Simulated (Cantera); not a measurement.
## Formation from one mole of O2

Cantera with NASA thermochemical tables; ideal gases at 1 bar, condensed phases pure. Values are per mole of reaction as written; species without (g) are pure solids or liquids, kept so even where they would boil at 1 bar.

C + O2(g) ⇌ CO2(g)

```json
[
 {"T (K)": "1775", "ΔH° (kJ)": "-396.3", "ΔS° (J/K)": "0.0", "ΔG° (kJ)": "-396.3", "log10 K": "11.66"},
 {"T (K)": "1875", "ΔH° (kJ)": "-396.5", "ΔS° (J/K)": "-0.1", "ΔG° (kJ)": "-396.3", "log10 K": "11.04"},
 {"T (K)": "1975", "ΔH° (kJ)": "-396.8", "ΔS° (J/K)": "-0.2", "ΔG° (kJ)": "-396.3", "log10 K": "10.48"},
 {"T (K)": "2075", "ΔH° (kJ)": "-397.0", "ΔS° (J/K)": "-0.4", "ΔG° (kJ)": "-396.3", "log10 K": "9.97"},
 {"T (K)": "2175", "ΔH° (kJ)": "-397.3", "ΔS° (J/K)": "-0.5", "ΔG° (kJ)": "-396.2", "log10 K": "9.52"}
]
```

2 B + O2(g) ⇌ B2O2(g)

```csv
T (K),ΔH° (kJ),ΔS° (J/K),ΔG° (kJ),log10 K
1775,-465.2,18.4,-497.8,14.65
1875,-466.3,17.8,-499.7,13.92
1975,-467.5,17.2,-501.4,13.26
2075,-468.7,16.6,-503.1,12.66
2175,-470.1,15.9,-504.7,12.12
```

0.8 V + O2(g) ⇌ 0.4 V2O5

| T (K) | ΔH° (kJ) | ΔS° (J/K) | ΔG° (kJ) | log10 K |
|---|---|---|---|---|
| 1775 | -575.4 | -127.0 | -350.0 | 10.30 |
| 1875 | -574.6 | -126.5 | -337.3 | 9.40 |
| 1975 | -573.9 | -126.2 | -324.7 | 8.59 |
| 2075 | -573.4 | -125.9 | -312.1 | 7.86 |
| 2175 | -573.0 | -125.7 | -299.5 | 7.19 |

1.143 Ti + O2(g) ⇌ 0.2857 Ti4O7

```csv
T (K),ΔH° (kJ),ΔS° (J/K),ΔG° (kJ),log10 K,condensed phases
1775,-959.2,-167.4,-662.1,19.48,"Ti(β), Ti4O7(s)"
1875,-958.3,-166.9,-645.4,17.98,"Ti(β), Ti4O7(s)"
1975,-909.6,-141.9,-629.3,16.64,"Ti(l), Ti4O7(l)"
2075,-908.2,-141.2,-615.2,15.49,"Ti(l), Ti4O7(l)"
2175,-906.9,-140.6,-601.1,14.43,"Ti(l), Ti4O7(l)"
```
